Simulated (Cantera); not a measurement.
Feed: 1 mol Fe2O3, 0.34 mol C, 16 mol N2, held at 1950 K and 9.90 mbar.

These are equilibrium values from Cantera (NASA tables, ideal gas, pure condensed phases), not measurements of a reactor. Candidate condensed phases: C, Fe, Fe(CO)5, FeO, Fe2O3, Fe3O4; 27 gas species. The tables' stoichiometric FeO is somewhat more stable than real wüstite, so its field is too wide. FeO: taken at fixed stoichiometry. Equilibrium is a limit: real reactors are often held back by kinetics, nucleation or transport.

Base state: N2 0.967, CO2 0.0189, O2 0.00960, CO 0.00167, NO 0.00158, O 0.000445, Fe 0.000194, FeO 0.000170 (mole fractions); condensed: FeO(l).

Task: What changes in the equilibrium state with this change: C from 0.34 to 1.3 mol?

Result: 
```csv
species,before,after
N2,0.967,0.906
CO,0.00167,0.0665
Fe,0.000194,0.0207
CO2,0.0189,0.00705
O2,0.00960,8.41e-7
NO,0.00158,1.43e-5
O,0.000445,4.16e-6
FeO,0.000170,0.000170
"FeO(l), mol",1.99,1.57
"Fe(l), mol",0,0.0593
```
Each liquid is taken as pure. Mutual solubility and eutectic melting of coexisting phases are not modelled.

Task: What changes in the equilibrium state with this change: pressure from 9.90 mbar to 13.0 Pa?

Result: 
```tsv
species	before	after
N2	0.967	0.855
Fe	0.000194	0.0646
O2	0.00960	0.0381
FeO	0.000170	0.0129
CO2	0.0189	0.0131
O	0.000445	0.00773
CO	0.00167	0.00508
NO	0.00158	0.00295
FeO(l), mol	1.99	0.552
```
